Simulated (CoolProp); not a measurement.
Properties of methane along the isotherm -61.65 °C.

Computed with CoolProp (reference Helmholtz-energy equation of state, Setzmann 1991).

```json
[
 {"p (MPa)": "0.145", "phase": "gas", "isothermal compressibility (1/MPa)": "6.951", "expansivity (1/kK)": "4.840"},
 {"p (MPa)": "0.299", "phase": "gas", "isothermal compressibility (1/MPa)": "3.400", "expansivity (1/kK)": "4.965"},
 {"p (MPa)": "0.613", "phase": "gas", "isothermal compressibility (1/MPa)": "1.689", "expansivity (1/kK)": "5.236"},
 {"p (MPa)": "1.26", "phase": "gas", "isothermal compressibility (1/MPa)": "0.8559", "expansivity (1/kK)": "5.884"},
 {"p (MPa)": "2.59", "phase": "gas", "isothermal compressibility (1/MPa)": "0.4623", "expansivity (1/kK)": "7.764"},
 {"p (MPa)": "5.31", "phase": "supercritical", "isothermal compressibility (1/MPa)": "0.3264", "expansivity (1/kK)": "18.03"},
 {"p (MPa)": "10.9", "phase": "supercritical", "isothermal compressibility (1/MPa)": "0.05250", "expansivity (1/kK)": "15.09"},
 {"p (MPa)": "22.4", "phase": "supercritical", "isothermal compressibility (1/MPa)": "0.01056", "expansivity (1/kK)": "5.432"},
 {"p (MPa)": "46", "phase": "supercritical", "isothermal compressibility (1/MPa)": "0.003990", "expansivity (1/kK)": "3.010"}
]
```
